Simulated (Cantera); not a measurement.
Standard-state values (1 bar) from the NASA 1993 polynomials, evaluated with Cantera. Values are per mole of reaction as written; species without (g) are pure solids or liquids, kept so even where they would boil at 1 bar. TaC: taken at fixed stoichiometry.

4 TaC + 12 OH(g) → 2 C2H5OH(g) + O2(g) + 4 TaO2(g)

| T (K) | ΔH° (kJ) | ΔS° (J/K) | ΔG° (kJ) | log10 K |
|---|---|---|---|---|
| 473 | [?] | [?] | [?] | [?] |
| 523 | -1199.5 | -564.9 | -904.0 | 90.29 |
| 573 | [?] | [?] | [?] | [?] |
| 623 | -1208.3 | -580.5 | -846.7 | 70.99 |
| 673 | -1211.9 | -586.0 | -817.5 | 63.45 |

Problem. Complete the blanks.

Solution. 
- 473, ΔH° (kJ): -1194.0
- 473, ΔS° (J/K): -553.9
- 473, ΔG° (kJ): -932.0
- 473, log10 K: 102.92
- 573, ΔH° (kJ): -1204.2
- 573, ΔS° (J/K): -573.5
- 573, ΔG° (kJ): -875.6
- 573, log10 K: 79.81
